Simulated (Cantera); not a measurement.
A closed system holds: 1 mol AlCl3, 4.7 mol N2O, 1.6 mol H2, held at 1925 °C and 0.130 bar.

Equilibrium computed with Cantera from the NASA thermochemical tables; the gas is ideal and each condensed phase is pure. Candidate condensed phases: Al, AlCl3, AlN, Al2O3, H2O, NH4Cl; 45 gas species. The numbers say what is thermodynamically allowed, not how fast it happens.

Base state: N2 0.484, HCl 0.207, O2 0.129, Cl 0.103, H2O 0.0591, NO 0.00771, OH 0.00559, O 0.00266 (mole fractions); condensed: Al2O3(s).

Problem. What changes in the equilibrium state with this change: temperature from 1925 °C to 1702 °C?

Solution. 
```
species          before    after
-------------  --------  -------
N2                0.484    0.491
HCl               0.207    0.238
O2                0.129    0.140
Cl                0.103   0.0735
H2O              0.0591   0.0479
AlCl3           2.20e-5  1.88e-5
AlOCl           5.05e-5  4.29e-6
H              0.000350  3.49e-5
H2             0.000514  8.44e-5
Al2O3(s), mol     0.500    0.500
```
